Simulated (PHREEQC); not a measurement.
Dissolve 0.26 mol/kgw HF, 0.0013 mol/kgw NH4HF2, 0.0032 mol/kgw H2SiF6 and 0.015 mol/kgw H3PO4 at 89 °C. Closed to the air; pH follows from the charge balance.

All values are PHREEQC results (ion-association model, phreeqc.dat), not measurements.

```tsv
quantity	before	after
ionic strength (mol/kgw)	0.0209	0.0119
HF2- (mol/kgw)	0.00402	0.00160
F- (mol/kgw)	0.00385	0.00307
NH3 (mol/kgw)	1.73e-9	1.50e-9
SI of Quartz (SiO2)	-5.35	-4.21
```

**Question.** What was changed between the two runs?
A) temperature from 89 to 65 °C
B) temperature from 89 to 35 °C
C) H3PO4 left out
D) temperature from 89 to 15 °C
E) diluted 2-fold with water

**Answer.** E, diluted 2-fold with water

Precipitation was switched off in this run. Away from 25 °C the constants follow the database's enthalpies or fits; those with neither stay at their 25 °C values. SiF6-2 is the database's only silicon fluoride.
